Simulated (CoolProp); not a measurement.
A simple Rankine cycle with R1336mzz(Z): condensing at 291.15 K, boiler at 0.933 MPa, turbine inlet 390.5 K, turbine efficiency 0.75, pump efficiency 0.8, no recuperator. Each further row changes one setting.

Model: reference Helmholtz-energy equation of state, McLinden 2020, in CoolProp.

```tsv
case	thermal efficiency (%)	net work (kJ/kg)	heat in (kJ/kg)	turbine exit temperature (K)	volume ratio over the turbine
as stated	13.7	?	247	?	18.4
turbine inlet 410.5 K	13.6	36.8	270	359.6	17.6
condensing temperature 283.15 K	?	38.1	257	333.1	25.7
boiler pressure 0.653 MPa	12.3	31.2	254	347.6	12.1
turbine efficiency 0.65	11.9	29.3	247	?	18.7
```

**Question.** What belongs in the gaps?

**Answer.** 
- as stated, net work (kJ/kg): 34.0
- as stated, turbine exit temperature (K): 338.0
- condensing temperature 283.15 K, thermal efficiency (%): 14.8
- turbine efficiency 0.65, turbine exit temperature (K): 342.9
